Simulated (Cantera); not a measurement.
Input (Python, Cantera) and output of one run.

```python
import numpy as np
import cantera as ct

gas_names = """
    Fe FeO Fe(OH)2 H HO2 H2 H2O H2O2 O OH O2 O3
""".split()
cond_names = """
    Fe(a) Fe(c) Fe(d) Fe(L) FeO(s) FeO(L) Fe(OH)2(s) Fe(OH)3(s) Fe2O3(s) Fe3O4(s) H2O(s) H2O(L)
""".split()


# ... load() reads the species with a 1 bar reference pressure and builds the phases ...
atoms = {
    'Fe': {'Fe': 1},
    'H2O': {'H': 2, 'O': 1},
    'H2': {'H': 2},
}
top_T = {'Fe2O3(s)': 1830, 'Fe3O4(s)': 1870}  # K; cautious upper limits of use, not melting points


# ... equilibrate(T, P, feed) seeds the gas with the atoms and calls Mixture.equilibrate('TP', solver="vcs", rtol=1e-11, max_steps=5000) ...
results = []
feed = {'Fe': 1, 'H2O': 0.24, 'H2': 0.32}  # mol
P = 1000  # Pa
for T in [1150, 1175, 1200, 1225, 1250, 1275, 1300, 1325, 1350, 1375, 1400, 1425, 1450, 1475]:
    mix = equilibrate(T, P, feed)
    results.append((T, P, feed, dict(zip(mix.species_names, mix.species_moles))))

top = {s: max(r[3][s] / sum(r[3][g] for g in gas_names) for r in results) for s in gas_names}
cols = sorted((s for s in top if top[s] > 1e-06), key=lambda s: -top[s])[:9]
seen = [c for c in cond_names if any(r[3].get(c, 0) > 1e-12 for r in results)]
print("log10 of partial pressures in bar; condensed amounts in mol")
print(f"{'T/K':>10s}" + "".join(f"{s[:9]:>10s}" for s in cols + seen))
for T, P, feed, n in results:
    ng = sum(n[g] for g in gas_names)
    print(f"{T:10.4g}" + "".join(f"{np.log10(max(n[s] / ng * P / 1e5, 1e-99)):10.3f}" for s in cols)
          + "".join(f"{n.get(c, 0):10.4g}" for c in seen))
```

It prints:

```
log10 of partial pressures in bar; condensed amounts in mol
       T/K        H2       H2O         H        Fe   Fe(OH)2        OH     Fe(a)     Fe(c)    FeO(s)
      1150    -2.097    -2.697    -8.176   -11.066    -9.413   -10.994    0.8726         0    0.1274
      1175    -2.102    -2.680    -7.962   -10.677    -9.222   -10.697     0.877         0     0.123
      1200    -2.106    -2.664    -7.758   -10.304    -9.038   -10.413         0    0.8815    0.1185
      1225    -2.111    -2.648    -7.562    -9.948    -8.862   -10.140         0    0.8859    0.1141
      1250    -2.115    -2.634    -7.373    -9.606    -8.694    -9.879         0    0.8902    0.1098
      1275    -2.119    -2.620    -7.192    -9.277    -8.533    -9.627         0    0.8943    0.1057
      1300    -2.123    -2.608    -7.018    -8.962    -8.378    -9.386         0    0.8982    0.1018
      1325    -2.127    -2.596    -6.850    -8.659    -8.230    -9.154         0    0.9021   0.09793
      1350    -2.131    -2.585    -6.688    -8.367    -8.087    -8.931         0    0.9058   0.09423
      1375    -2.135    -2.574    -6.532    -8.086    -7.950    -8.717         0    0.9093   0.09067
      1400    -2.138    -2.564    -6.382    -7.815    -7.818    -8.510         0    0.9128   0.08724
      1425    -2.142    -2.555    -6.237    -7.554    -7.692    -8.310         0    0.9161   0.08394
      1450    -2.145    -2.546    -6.097    -7.302    -7.569    -8.118         0    0.9192   0.08077
      1475    -2.149    -2.538    -5.961    -7.059    -7.452    -7.932         0    0.9223   0.07771
```

These are equilibrium values from Cantera (NASA tables, ideal gas, pure condensed phases), not measurements of a reactor. Mutual solubility and eutectic melting of coexisting phases are not modelled. The tables' stoichiometric FeO is somewhat more stable than real wüstite, so its field is too wide. FeO: taken at fixed stoichiometry.
